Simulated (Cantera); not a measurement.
Feed: 1 mol Si, 2 mol HCl, 2.9 mol H2, held at 0.00240 bar.

Cantera equilibrium calculation (NASA polynomials, part measured and part estimated; ideal gas, pure solids and liquids). Candidate condensed phases: Si; 19 gas species. The tables' values for SiCl3 are old estimates; treat these amounts as uncertain. Equilibrium is a limit: real reactors are often held back by kinetics, nucleation or transport. All values below are at 1100 K.

Base state: H2 0.804, HCl 0.0938, SiCl4 0.0617, SiCl2 0.0223, SiCl3 0.00993, SiHCl3 0.00781, SiH2Cl2 0.000118 (mole fractions); condensed: Si(s).

Question: What changes in the equilibrium state with this change: pressure from 0.00240 bar to 0.0230 bar?

Answer: 
| species | before | after |
|---|---|---|
| H2 | 0.804 | 0.835 |
| SiCl4 | 0.0617 | 0.0761 |
| HCl | 0.0938 | 0.0572 |
| SiCl2 | 0.0223 | 0.00798 |
| SiHCl3 | 0.00781 | 0.0164 |
| SiH2Cl2 | 0.000118 | 0.000423 |
| SiCl3 | 0.00993 | 0.00661 |
| Si(s), mol | 0.536 | 0.519 |
